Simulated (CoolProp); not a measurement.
Tetrahydrofuran along the isotherm 393.2 K: Z from the reference equation and from simpler models built on Tc = 540.2 K, pc = 53.04 bar, ω = 0.234; each cubic takes its own stable root.

Values from CoolProp's reference Helmholtz-energy equation of state, Fiedler 2023.

```tsv
p (bar)	phase	reference	van der Waals	Redlich-Kwong	Soave-Redlich-Kwong	Peng-Robinson
1.68	gas	0.9701	0.9798	0.9732	0.9708	0.9693
2.61	gas	0.9528	0.9683	0.9579	0.9540	0.9516
4.07	gas	0.9242	0.9497	0.9329	0.9265	0.9227
6.33	liquid	0.01814	0.9194	0.8916	0.01965	0.01734
9.86	liquid	0.02823	0.8676	0.03177	0.03057	0.02698
15.4	liquid	0.04402	0.07148	0.04947	0.04763	0.04206
23.9	liquid	0.06818	0.1100	0.07643	0.07367	0.06508
37.2	liquid	0.1058	0.1692	0.1181	0.1141	0.1008
58	liquid	0.1642	0.2596	0.1824	0.1765	0.1562
90.2	liquid	0.2536	0.3957	0.2798	0.2717	0.2407
141	liquid	0.3925	0.6032	0.4294	0.4185	0.3714
219	liquid	0.6014	0.9103	0.6516	0.6377	0.5672
341	liquid	0.9196	1.373	0.9865	0.9697	0.8646
530	liquid	1.397	2.065	1.485	1.466	1.310
```

At some of these states van der Waals, Redlich-Kwong gives the other phase, because its saturation line lies elsewhere.
